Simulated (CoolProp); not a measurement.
Vapour-liquid equilibrium of R245fa (1) + n-pentane (2) at 123.05 °C; x and y are mole fractions of (1).

Model: multi-fluid Helmholtz-energy mixture model, Akasaka 2015 and Thol 2019; pair parameters Bell 2016, in CoolProp.

Task: Give the bubble pressure and the first vapour's composition at x = 0.15, 0.45, 0.55. Is there an azeotrope?

Result: x = 0.15: 1.533 MPa, y = 0.373; x = 0.45: 2.022 MPa, y = 0.585; x = 0.55: 2.108 MPa, y = 0.636. y crosses x between x = 0.75 and 0.85: the model has an azeotrope there.

The pair parameters rest on a limited set of measurements; away from them the model extrapolates.
